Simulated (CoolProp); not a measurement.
CH2F2 (R32) along the isobar 7.91 MPa: density (kg/m³) from the reference equation and from simpler models built on Tc = 351.3 K, pc = 5.783 MPa, ω = 0.277; each cubic takes its own stable root.

Computed with CoolProp (reference Helmholtz-energy equation of state, Tillner-Roth 1997).

```json
[
 {"T (K)": "196.1", "phase": "liquid", "reference": "1291"},
 {"T (K)": "213.9", "phase": "liquid", "reference": "1246"},
 {"T (K)": "231.6", "phase": "liquid", "reference": "1199"},
 {"T (K)": "249.4", "phase": "liquid", "reference": "1150"},
 {"T (K)": "267.2", "phase": "liquid", "reference": "1098"},
 {"T (K)": "284.9", "phase": "liquid", "reference": "1042"},
 {"T (K)": "302.7", "phase": "liquid", "reference": "978.7"},
 {"T (K)": "320.4", "phase": "liquid", "reference": "905.7"},
 {"T (K)": "338.2", "phase": "liquid", "reference": "812.7"},
 {"T (K)": "356", "phase": "supercritical", "reference": "665.0"},
 {"T (K)": "373.7", "phase": "supercritical", "reference": "326.3"},
 {"T (K)": "391.5", "phase": "supercritical", "reference": "221.5"},
 {"T (K)": "409.2", "phase": "supercritical", "reference": "182.8"}
]
```

Problem. How far does each simpler model (van der Waals, Redlich-Kwong, Soave-Redlich-Kwong, Peng-Robinson) lie from the reference over these 13 states: mean and median of the absolute difference, and the worst?

Solution. 
- van der Waals: mean 36.1 %, median 45.4 %, worst -48.3 % at 196.1 K and 7.91 MPa
- Redlich-Kwong: mean 19.9 %, median 24.5 %, worst -27.7 % at 338.2 K and 7.91 MPa
- Soave-Redlich-Kwong: mean 20.2 %, median 22.0 %, worst -28.5 % at 356 K and 7.91 MPa
- Peng-Robinson: mean 11.8 %, median 12.1 %, worst -21.3 % at 356 K and 7.91 MPa
